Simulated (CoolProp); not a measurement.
Vapour-liquid equilibrium of toluene (1) + n-decane (2) at 540.8 K; x and y are mole fractions of (1).

The numbers come from the multi-fluid Helmholtz-energy mixture model, Lemmon 2006 and Lemmon 2006; pair parameters Bell 2016 in CoolProp.

| x | bubble pressure, mixture model (bar) | bubble pressure, Raoult's law (bar) | y, mixture model | y, Raoult's law |
|---|---|---|---|---|
| 0.05 | 7.387 | 7.543 | 0.103 | 0.142 |
| 0.15 | 8.627 | 9.006 | 0.281 | 0.357 |
| 0.25 | 9.959 | 10.47 | 0.425 | 0.512 |
| 0.35 | 11.35 | 11.93 | 0.543 | 0.629 |
| 0.45 | 12.80 | 13.39 | 0.639 | 0.720 |
| 0.55 | 14.27 | 14.86 | 0.721 | 0.794 |
| 0.65 | 15.78 | 16.32 | 0.793 | 0.854 |
| 0.75 | 17.33 | 17.78 | 0.857 | 0.904 |
| 0.85 | 18.93 | 19.25 | 0.916 | 0.947 |
| 0.95 | 20.59 | 20.71 | 0.973 | 0.984 |

The largest gap from Raoult's law is -4.9 % in bubble pressure, at x = 0.25. No azeotrope shows between x = 0.05 and 0.95.

The pair parameters rest on a limited set of measurements; away from them the model extrapolates.
